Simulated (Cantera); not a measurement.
Feed: 1 mol NaCl, 1.4 mol H2, equilibrated at 677 °C and 1.90 Pa.

Equilibrium computed with Cantera from the NASA thermochemical tables; the gas is ideal and each condensed phase is pure. Equilibrium is a limit: real reactors are often held back by kinetics, nucleation or transport.

```tsv
species	before	after
H2	0.611	0.454
NaCl	0.339	0.259
Na	0.000463	0.122
HCl	0.000463	0.113
H	9.98e-8	0.0440
Na2Cl2	0.0488	2.78e-7
Cl	<1e-9	0.00843
```
Gas species are given as mole fractions.

What was changed between the two runs?
A) temperature from 677 °C to 1500 °C
B) temperature from 677 °C to 1225 °C
C) temperature from 677 °C to 1100 °C
D) H2 from 1.4 to 270 mol

A, temperature from 677 °C to 1500 °C
